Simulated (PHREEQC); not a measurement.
Solution (24 °C): 29 mmol/kgw H2SiF6. Closed to the air; pH follows from the charge balance.

Model: ion-association model, phreeqc.dat, run in PHREEQC.

| Quantity | Result |
|---|---|
| pH | 1.33 |
| ionic strength | 0.0836 mol/kgw |
| density | 1.000 g/cm³ |
| total alkalinity | -174 meq/kg |

| species | molality | activity | log γ |
|---|---|---|---|
| H+ | 0.0558 | 0.0465 | -0.079 |
| SiF6-2 | 0.0278 | 0.0111 | -0.399 |
| HF | 0.00691 | 0.00705 | 0.008 |
| H4SiO4 | 0.00118 | 0.00120 | 0.008 |
| F- | 0.000133 | 0.000103 | -0.111 |
| HF2- | 3.49e-6 | 2.76e-6 | -0.101 |

No solid was allowed to form. The solution is supersaturated, for example in Quartz (slow to form), Chalcedony (slow to form), so a real one may precipitate; this is no full list. SiF6-2 is the database's only silicon fluoride.
